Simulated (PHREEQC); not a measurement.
## Acid rinse or clean: an equilibrium model

Consider water at 25 °C with 0.24 mmol/kgw HBr. Closed to the air; pH follows from the charge balance.

Equilibrium calculation in PHREEQC: Pitzer model, pitzer.dat.

```
Property                         Value
--------------------  ----------------
pH                                3.63
ionic strength        0.000240 mol/kgw
specific conductance         100 µS/cm
osmotic coefficient              0.994
total alkalinity         -0.240 meq/kg
```

```csv
species,molality,activity,log γ
H+,0.000240,0.000236,-0.008
Br-,0.000240,0.000236,-0.008
```

Precipitation was switched off in this run.
